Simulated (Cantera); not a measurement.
A closed system holds: 1 mol Al(CH3)3, 1 mol O2, 8.5 mol N2, equilibrated at 56.0 Pa.

Cantera equilibrium calculation (NASA polynomials, part measured and part estimated; ideal gas, pure solids and liquids). Candidate condensed phases: Al, AlN, Al2O3, C, C6H6, C7H8, C8H18, H2O; 148 gas species. The feed counts by its element totals alone. Rates play no part.

Task: At 1650 K, list the 4 most abundant gas species with their mole fractions, and the condensed phases.

Result: N2 0.550, H2 0.308, CO 0.138, H 0.00213. Condensed: AlN(s) + C(graphite).
